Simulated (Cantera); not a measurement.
An adiabatic, constant-volume homogeneous reactor starts with CH₄ : O₂ : N₂ = 1 : 1.82 : 6.84 (molar parts), at 1100 K and 1.00 atm.

Computed with Cantera and GRI-Mech 3.0 (53 species, 325 reactions).

Predict: time of steepest temperature rise; temperature at 1.00 s; equilibrium temperature; x(O₂) at 1.00 s; x(OH) at 1.00 s; x(H₂O) at 1.00 s; x(CO) at 1.00 s.


| Property | Value |
|---|---|
| time of steepest temperature rise | 0.208 s |
| temperature at 1.00 s | 2819 K |
| equilibrium temperature | 2819 K |
| x(O₂) at 1.00 s | 0.0103 (gas-phase equilibrium 0.0103) |
| x(OH) at 1.00 s | 0.0164 (gas-phase equilibrium 0.0164) |
| x(H₂O) at 1.00 s | 0.162 (gas-phase equilibrium 0.162) |
| x(CO) at 1.00 s | 0.0489 (gas-phase equilibrium 0.0489) |
